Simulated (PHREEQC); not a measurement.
Model water analysis in mmol/kgw, 35 °C, pH 3.31, pe 10.7: Na 3.27; K 0.356; Ca 15.5; Mg 2.32; Cl 5.44; S(6) 18.1; Zn 0.00928; Ni 0.693.

Valence states are taken as typed.

All values are PHREEQC results (ion-association model, wateq4f.dat), not measurements.

No solid was allowed to form.

**Question.** Order these Ni species by the share of Ni that they hold, largest first: Ni+2, NiSO4, NiCl+.

**Answer.** Ni+2 (68 %), NiSO4 (32 %), NiCl+ (0.41 %)

**Question.** Order these Zn species by the share of Zn that they hold, largest first: Zn(SO4)2-2, ZnCl+, ZnSO4, Zn+2.

**Answer.** Zn+2 (60 %), ZnSO4 (36 %), Zn(SO4)2-2 (3.1 %), ZnCl+ (0.64 %)

The pH is 3.31 and the ionic strength 0.0517 mol/kgw.
